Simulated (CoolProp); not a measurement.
Values from CoolProp's reference Helmholtz-energy equation of state, Schmidt 1985. Above 300 K oxygen's equation is extrapolated.

Problem. For oxygen, give the phase and the cp (kJ/(kg K)), viscosity (µPa s) at 956.1 K and 9.38 MPa; 931 K and 0.0248 MPa.

Solution. 
- 956.1 K and 9.38 MPa: supercritical; cp 1.09, viscosity 48.6
- 931 K and 0.0248 MPa: gas; cp 1.08, viscosity 46.8

Viscosity comes from a separate model (Lemmon 2004).
